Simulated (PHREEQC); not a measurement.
Consider water at 25 °C with 0.019 mol Na2SiO3 per kg of water. Closed to the air; pH follows from the charge balance.

The numbers come from PHREEQC with the ion-association model, wateq4f.dat.

This is a speciation only: nothing precipitates in the calculation.

Predict the pH, ionic strength.

pH 12.13; ionic strength 0.0405 mol/kgw.

In which forms is Si present?

H3SiO4- 86 %, H2SiO4-2 13 % of the Si.
